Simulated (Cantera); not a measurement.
Cantera run, input and output.

```python
import numpy as np
import cantera as ct

gas = ct.Solution("gri30.yaml", transport_model="multicomponent")
show = ['C2H2', 'NH3', 'H2O']

rows = []
print(f"{'T/K':>7s}{'rho':>11s}{'cp':>10s}{'mu':>11s}{'lambda':>11s}{'Pr':>7s}" + "".join(f"{'D_' + s:>11s}" for s in show))
for T in [400, 500, 600, 700, 800, 900, 1000, 1100]:
    gas.TPX = T, 4900, {'C3H8': 0.67, 'N2': 0.78, 'C2H2': 0.94}
    Pr = gas.cp_mass * gas.viscosity / gas.thermal_conductivity
    D = [gas.mix_diff_coeffs_mole[gas.species_index(s)] for s in show]
    rows.append([gas.density, gas.cp_mass, gas.viscosity, gas.thermal_conductivity, Pr, *D])
    print(f"{T:7g}{gas.density:11.4e}{gas.cp_mass:10.1f}{gas.viscosity:11.4e}"
          f"{gas.thermal_conductivity:11.4e}{Pr:7.3f}" + "".join(f"{d:11.4e}" for d in D))
print("SI units: kg/m3, J/kg/K, Pa s, W/m/K, m2/s")
```

Result:

```
    T/K        rho        cp         mu     lambda     Pr     D_C2H2      D_NH3      D_H2O
    400 4.6772e-02    1755.2 1.4543e-05 3.2833e-02  0.777 4.2398e-04 5.7270e-04 5.8966e-04
    500 3.7417e-02    1975.2 1.7462e-05 4.3746e-02  0.788 6.3615e-04 8.7778e-04 9.0814e-04
    600 3.1181e-02    2165.3 2.0127e-05 5.4745e-02  0.796 8.8033e-04 1.2343e-03 1.2821e-03
    700 2.6727e-02    2330.8 2.2598e-05 6.5735e-02  0.801 1.1541e-03 1.6380e-03 1.7068e-03
    800 2.3386e-02    2476.2 2.4912e-05 7.6667e-02  0.805 1.4554e-03 2.0853e-03 2.1784e-03
    900 2.0787e-02    2605.1 2.7098e-05 8.7503e-02  0.807 1.7829e-03 2.5735e-03 2.6940e-03
   1000 1.8709e-02    2720.1 2.9178e-05 9.8183e-02  0.808 2.1353e-03 3.1004e-03 3.2510e-03
   1100 1.7008e-02    2812.0 3.1168e-05 1.0833e-01  0.809 2.5115e-03 3.6641e-03 3.8474e-03
SI units: kg/m3, J/kg/K, Pa s, W/m/K, m2/s
```

Computed with Cantera and GRI-Mech 3.0 (53 species, 325 reactions). The composition is frozen, though it would react at the higher temperatures.
